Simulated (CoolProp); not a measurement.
Cyclopropane along the isobar 567 kPa: Z from the reference equation and from simpler models built on Tc = 125.5 °C, pc = 5605 kPa, ω = 0.131; each cubic takes its own stable root.

The numbers come from the reference Helmholtz-energy equation of state, Polt 1992 in CoolProp. This equation is an older, rougher fit.

```
T (°C)  phase  reference
------  -----  ---------
30.05     gas     0.9073
51.35     gas     0.9280
72.55     gas     0.9425
93.75     gas     0.9532
114.95    gas     0.9611
136.15    gas     0.9672
157.45    gas     0.9720
178.65    gas     0.9757
199.85    gas     0.9787
```

### Question
How far does each simpler model (Pitzer virial, Peng-Robinson) lie from the reference over these 9 states: mean and median of the absolute difference, and the worst?

### Answer
- Pitzer virial: mean 0.3 %, median 0.1 %, worst +1.1 % at 30.05 °C and 567 kPa
- Peng-Robinson: mean 0.3 %, median 0.3 %, worst +0.6 % at 30.05 °C and 567 kPa
